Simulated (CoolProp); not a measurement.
The numbers come from the reference Helmholtz-energy equation of state, Zhou 2012 in CoolProp.

Task: Give the vapour pressure (MPa), liquid density (kg/m³), enthalpy of vaporisation (kJ/kg) of saturated o-xylene at 413.5 K.

Result: 
```
T (K)  p (MPa)  liquid density (kg/m³)  enthalpy of vaporisation (kJ/kg)
-----  -------  ----------------------  --------------------------------
413.5   0.0910                     773                               345
```
